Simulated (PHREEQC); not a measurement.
A column of 0.1 m (30 cells, dispersivity 0.005 m, 300 s a shift, diffusion coefficient 3e-10 m²/s) holds 0.053 eq of the database's cation exchanger X per kg of pore water, first in equilibrium with 0.0004 mol KBr, 0.0044 mol CdCl2 and 1e-05 mol HCl per kg of water. It is flushed with 11 mmol/kgw SrCl2, 4.4 mmol/kgw PbCl2 and 0.01 mmol/kgw HCl, at 15 °C. Values are for the last cell. CO2 from the air is kept out. Nothing may precipitate in this run.

Base run: PHREEQC, ion-association model, phreeqc.dat. Each further column changes one thing. The table gives Cd in solution (mol/kgw).

| pore volumes | base | exchange capacity from 0.053 to 0.026 eq/kgw | dispersivity from 0.005 to 0.01 m |
|---|---|---|---|
| 0 | 0.00440 | 0.00440 | 0.00440 |
| 0.4167 | 0.00443 | 0.00443 | 0.00470 |
| 1.017 | 0.0106 | 0.0106 | 0.0108 |
| 1.417 | 0.0140 | 0.0131 | 0.0135 |
| 1.817 | 0.0149 | 0.00688 | 0.0140 |
| 2.417 | 0.0119 | … | … |
| 2.817 | 0.00526 | 0.000221 | 0.00551 |
| 3.217 | 0.00167 | 5.20e-5 | … |
| 3.617 | 0.000507 | 1.22e-5 | 0.00134 |
| 4.217 | 8.65e-5 | 1.37e-6 | 0.000456 |
| 4.617 | 2.70e-5 | 3.20e-7 | … |
| 5.017 | 8.48e-6 | 7.43e-8 | 0.000111 |
| 5.617 | 1.51e-6 | 8.29e-9 | 3.86e-5 |
| 6.017 | 4.77e-7 | 1.92e-9 | 1.92e-5 |

Q: Some entries are withheld; supply them.

A: 
- 2.417, exchange capacity from 0.053 to 0.026 eq/kgw: 0.000926
- 2.417, dispersivity from 0.005 to 0.01 m: 0.00980
- 3.217, dispersivity from 0.005 to 0.01 m: 0.00276
- 4.617, dispersivity from 0.005 to 0.01 m: 0.000224
